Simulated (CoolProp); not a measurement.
Vapour-liquid equilibrium of propane (1) + isohexane (2) at 0.0878 MPa; x and y are mole fractions of (1).

Model: multi-fluid Helmholtz-energy mixture model, Lemmon 2009 and Lemmon 2006; pair parameters Bell 2016, in CoolProp.

```
x      bubble temperature (K)  y at the bubble point  dew temperature at overall composition x (K)  liquid density (mol/L)
-----  ----------------------  ---------------------  --------------------------------------------  ----------------------
0.05                    305.2                      ?                                         327.4                       ?
0.125                   282.0                  0.856                                         325.0                       ?
0.2                     268.2                  0.933                                         322.4                   8.503
0.275                   259.1                  0.963                                         319.6                       ?
0.35                    252.5                  0.977                                             ?                   9.270
0.425                       ?                  0.985                                         313.4                   9.655
0.5                     243.5                  0.990                                         309.8                   10.05
0.575                   240.2                  0.993                                         305.7                   10.46
0.65                    237.4                      ?                                         301.0                   10.89
0.725                   235.0                  0.997                                         295.5                   11.35
0.8                     232.8                  0.998                                         288.6                   11.83
0.875                   230.8                  0.999                                             ?                   12.34
0.95                    229.0                  1.000                                         263.5                   12.88
```

Q: Some entries are withheld; supply them.

A: 
- 0.05, y at the bubble point: 0.584
- 0.05, liquid density (mol/L): 7.594
- 0.125, liquid density (mol/L): 8.087
- 0.275, liquid density (mol/L): 8.890
- 0.35, dew temperature at overall composition x (K): 316.6
- 0.425, bubble temperature (K): 247.5
- 0.65, y at the bubble point: 0.995
- 0.875, dew temperature at overall composition x (K): 279.2

No azeotrope shows between x = 0.05 and 0.95.

Pair parameters are fitted to limited data, so mixtures are less certain than the pure fluids. The gap from Raoult's law changes sign with composition, which may be real or a fault of the pair parameters; it wasn't checked against measurements.
